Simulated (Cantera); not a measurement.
Zr + O2 + N2O (tantalum, niobium, vanadium and zirconium in process gases)

Charge: 1 mol Zr, 0.34 mol O2, 0.27 mol N2O, at 100000 Pa.

Cantera equilibrium calculation (NASA polynomials, part measured and part estimated; ideal gas, pure solids and liquids). Candidate condensed phases: Zr, ZrN, ZrO2; 13 gas species. Mutual solubility and eutectic melting of coexisting phases are not modelled. ZrN: taken at fixed stoichiometry. Condensed phases not in the tables: solid solutions among these carbides, nitrides and lower oxides. Equilibrium is a limit: real reactors are often held back by kinetics, nucleation or transport.

From 898 K to 1348 K the condensed part is ZrN(s) + ZrO2(monoclinic). From 1498 K to 2548 K the condensed part is ZrN(s) + ZrO2(tetragonal).

| T (K) | log p N2 | log p ZrO | log p ZrO2 | log p NO | log p N | n ZrN(s) | n ZrO2(monoclinic) | n ZrO2(tetragonal) |
|---|---|---|---|---|---|---|---|---|
| 898 | 0.00 | <-12 | <-12 | <-12 | <-12 | 0.525 | 0.475 | 0 |
| 1048 | 0.00 | <-12 | <-12 | <-12 | <-12 | 0.525 | 0.475 | 0 |
| 1198 | 0.00 | <-12 | <-12 | <-12 | <-12 | 0.525 | 0.475 | 0 |
| 1348 | 0.00 | <-12 | <-12 | <-12 | <-12 | 0.525 | 0.475 | 0 |
| 1498 | 0.00 | <-12 | <-12 | <-12 | <-12 | 0.525 | 0 | 0.475 |
| 1648 | 0.00 | <-12 | <-12 | -11.38 | -11.72 | 0.525 | 0 | 0.475 |
| 1798 | 0.00 | -11.99 | <-12 | -10.19 | -10.45 | 0.525 | 0 | 0.475 |
| 1948 | 0.00 | -10.22 | -11.02 | -9.17 | -9.38 | 0.525 | 0 | 0.475 |
| 2098 | 0.00 | -8.70 | -9.54 | -8.31 | -8.46 | 0.525 | 0 | 0.475 |
| 2248 | 0.00 | -7.39 | -8.25 | -7.55 | -7.66 | 0.525 | 0 | 0.475 |
| 2398 | 0.00 | -6.25 | -7.14 | -6.89 | -6.96 | 0.525 | 0 | 0.475 |
| 2548 | 0.00 | -5.24 | -6.15 | -6.31 | -6.34 | 0.525 | 0 | 0.475 |
log p: log10 of the partial pressure in bar; n: condensed amount in mol.
